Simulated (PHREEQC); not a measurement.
Dissolve 21 mmol/kgw FeCl3 and 0.085 mmol/kgw NaF at 15 °C. Closed to the air; pH follows from the charge balance.

Model: ion-association model, wateq4f.dat, run in PHREEQC.

Each row changes one thing in this solution. This is a speciation only: nothing precipitates in the calculation.

```
case                                   pH  ionic strength (mol/kgw)
-----------------------------------  ----  ------------------------
as made                              2.21                     0.106
FeCl3 from 0.021 to 0.0315 mol/kgw   2.11                     0.153
NaF from 8.5e-05 to 0.00085 mol/kgw  2.22                     0.105
0.00038 mol/kgw NaBr added           2.21                     0.106
temperature from 15 to 20 °C         2.18                     0.104
FeCl3 left out                       7.20                   8.51e-5
NaF left out                         2.21                     0.106
```

Some of these states are supersaturated (in Hematite (slow to form), Goethite (slow to form), for instance). Fluoro complexes past AlF4- and FeF3 are missing from the database.
